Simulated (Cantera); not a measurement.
An adiabatic, constant-pressure homogeneous reactor starts with H2 : O2 : N2 = 1 : 0.515 : 1.94 (molar parts), equivalence ratio 0.97, at 1675 K and 100000 Pa. Integrator tolerance rtol = 1e-08.

Detailed kinetics in Cantera: the H2/O2 subset of GRI-Mech 3.0, which has no nitrogen chemistry.

### Question
What does this change do: pressure from 100000 Pa to 500000 Pa?

### Answer
```csv
quantity,before,after
time of steepest temperature rise,7.86 µs,1.62 µs
temperature at 0.400 s,2901 K,3055 K
equilibrium temperature,2901 K,3055 K
x(H2) at 0.400 s,0.0511 (gas-phase equilibrium 0.0511),0.0445 (gas-phase equilibrium 0.0445)
x(O2) at 0.400 s,0.0217 (gas-phase equilibrium 0.0217),0.0187 (gas-phase equilibrium 0.0187)
x(O) at 0.400 s,0.0118 (gas-phase equilibrium 0.0118),0.00836 (gas-phase equilibrium 0.00836)
x(H) at 0.400 s,0.0263 (gas-phase equilibrium 0.0263),0.0177 (gas-phase equilibrium 0.0177)
x(OH) at 0.400 s,0.0371 (gas-phase equilibrium 0.0371),0.0346 (gas-phase equilibrium 0.0346)
x(H2O2) at 0.400 s,5.15e-7 (gas-phase equilibrium 5.15e-7),1.44e-6 (gas-phase equilibrium 1.44e-6)
x(H2O) at 0.400 s,0.235 (gas-phase equilibrium 0.235),0.251 (gas-phase equilibrium 0.251)
```
The hydrogen kinetics of GRI-Mech 3.0 are dated; newer H2 mechanisms differ, most at raised pressure. Above 3000 K some thermodynamic fits are extrapolated.

### Question
What does this change do: pressure from 100000 Pa to 35000 Pa?

### Answer
```json
[
 {"quantity": "time of steepest temperature rise", "before": "7.86 µs", "after": "21.7 µs"},
 {"quantity": "temperature at 0.400 s", "before": "2901 K", "after": "2800 K"},
 {"quantity": "equilibrium temperature", "before": "2901 K", "after": "2800 K"},
 {"quantity": "x(H2) at 0.400 s", "before": "0.0511 (gas-phase equilibrium 0.0511)", "after": "0.0545 (gas-phase equilibrium 0.0545)"},
 {"quantity": "x(O2) at 0.400 s", "before": "0.0217 (gas-phase equilibrium 0.0217)", "after": "0.0236 (gas-phase equilibrium 0.0236)"},
 {"quantity": "x(O) at 0.400 s", "before": "0.0118 (gas-phase equilibrium 0.0118)", "after": "0.0142 (gas-phase equilibrium 0.0142)"},
 {"quantity": "x(H) at 0.400 s", "before": "0.0263 (gas-phase equilibrium 0.0263)", "after": "0.0325 (gas-phase equilibrium 0.0325)"},
 {"quantity": "x(OH) at 0.400 s", "before": "0.0371 (gas-phase equilibrium 0.0371)", "after": "0.0378 (gas-phase equilibrium 0.0378)"},
 {"quantity": "x(H2O2) at 0.400 s", "before": "5.15e-7 (gas-phase equilibrium 5.15e-7)", "after": "2.57e-7 (gas-phase equilibrium 2.57e-7)"},
 {"quantity": "x(H2O) at 0.400 s", "before": "0.235 (gas-phase equilibrium 0.235)", "after": "0.226 (gas-phase equilibrium 0.226)"}
]
```
